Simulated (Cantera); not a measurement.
Input: 1 mol SiCl4, 2.5 mol N2O, 9.5 mol H2, equilibrated at 2100 K and 1.00 bar.

Cantera equilibrium calculation (NASA polynomials, part measured and part estimated; ideal gas, pure solids and liquids). The tables hold silica as quartz up to 1696 K and as liquid above; real silica turns to tridymite and cristobalite and melts near 1996 K. Gases not in the tables: Si(OH)4. Kinetics and transport are ignored.

| species | before | after |
|---|---|---|
| H2 | 0.493 | 0.500 |
| HCl | 0.283 | 0.286 |
| N2 | 0.178 | 0.179 |
| SiO | 0.00396 | <1e-9 |
| H2O | 0.0395 | 0.0357 |
| OH | 2.09e-5 | <1e-9 |
| H | 0.00219 | 3.42e-7 |
| Cl | 0.000925 | 1.67e-7 |
| NH3 | 2.50e-6 | 2.28e-5 |
| SiO2(l), mol | 0.944 | 0 |
| SiO2(β-quartz), mol | 0 | 1.00 |
Gas species are given as mole fractions.

Question: Which change was made?
A) pressure from 1.00 bar to 13.3 mbar
B) temperature from 2100 K to 1250 K
C) SiCl4 replaced by SiH2Cl2
D) N2O from 2.5 to 46 mol

Answer: B, temperature from 2100 K to 1250 K
